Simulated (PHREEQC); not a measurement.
Model water analysis in mg/kgw, 40 °C, pH 6.53:

```json
[
 {"constituent": "Na", "mg/kgw": "6110"},
 {"constituent": "K", "mg/kgw": "201"},
 {"constituent": "Ca", "mg/kgw": "155"},
 {"constituent": "Mg", "mg/kgw": "211"},
 {"constituent": "Cl", "mg/kgw": "9950"},
 {"constituent": "S(6) as SO4", "mg/kgw": "1550"},
 {"constituent": "Alkalinity as HCO3", "mg/kgw": "4.75e-05"},
 {"constituent": "Br", "mg/kgw": "218"}
]
```

Cl is adjusted to close the charge balance.
Valence states are taken as typed.

All values are PHREEQC results (Pitzer model, pitzer.dat), not measurements.

Each row changes one thing in this solution. Precipitation was switched off in this run.

| case | HCO3- (mol/kgw) | HSO4- (mol/kgw) | CO2 (mol/kgw) | MgOH+ (mol/kgw) | CO3-2 (mol/kgw) | MgCO3 (mol/kgw) | SI of Gypsum (CaSO4:2H2O) | SI of Halite (NaCl) |
|---|---|---|---|---|---|---|---|---|
| as made | 3.50e-7 | 1.58e-7 | 1.37e-7 | 4.41e-8 | 2.97e-10 | 1.15e-10 | -1.03 | -3.08 |
| K from 201 to 100 mg/kgw | 3.51e-7 | 1.58e-7 | 1.38e-7 | 4.42e-8 | 2.96e-10 | 1.16e-10 | -1.03 | -3.08 |
| Mg from 211 to 106 mg/kgw | 3.81e-7 | 1.64e-7 | 1.52e-7 | 2.22e-8 | 3.11e-10 | 6.38e-11 | -1.01 | -3.09 |

Species that the database lacks are ignored. At this temperature some constants are extrapolated from 25 °C, and those without enthalpy data are left unchanged.
